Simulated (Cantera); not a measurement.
What does this Cantera script print?

```python
import numpy as np
import cantera as ct

gas = ct.Solution("gri30.yaml")


def delay(T, t_max=10):
    gas.TPX = T, 68000, {'CH4': 1, 'C2H6': 0.07, 'C3H8': 0.59, 'O2': 3.71, 'N2': 14, 'H2O': 3.7}
    reactor = ct.IdealGasReactor(gas, clone=False)
    net = ct.ReactorNet([reactor])
    net.rtol, net.atol = 1e-8, 1e-16
    while net.time < t_max:
        t_old, T_old = net.time, reactor.T
        net.step()
        if reactor.T > T + 400:  # ignition: a rise of 400 K
            return t_old + (T + 400 - T_old) / (reactor.T - T_old) * (net.time - t_old)
    return np.nan


taus = []
for T in [1125, 1175, 1225, 1275, 1325, 1375, 1425, 1475]:
    taus.append(delay(T))
    print(f"T0 = {T:6g} K   tau = {taus[-1]:.4e} s")
```

It prints:

```
T0 =   1125 K   tau = 4.2772e-02 s
T0 =   1175 K   tau = 1.5746e-02 s
T0 =   1225 K   tau = 6.1966e-03 s
T0 =   1275 K   tau = 2.6425e-03 s
T0 =   1325 K   tau = 1.2256e-03 s
T0 =   1375 K   tau = 6.1721e-04 s
T0 =   1425 K   tau = 3.3617e-04 s
T0 =   1475 K   tau = 1.9692e-04 s
```

Computed with Cantera and GRI-Mech 3.0 (53 species, 325 reactions). GRI-Mech 3.0 was tuned for natural gas; its chemistry of propane as a main component is partial and can be far from experiment.
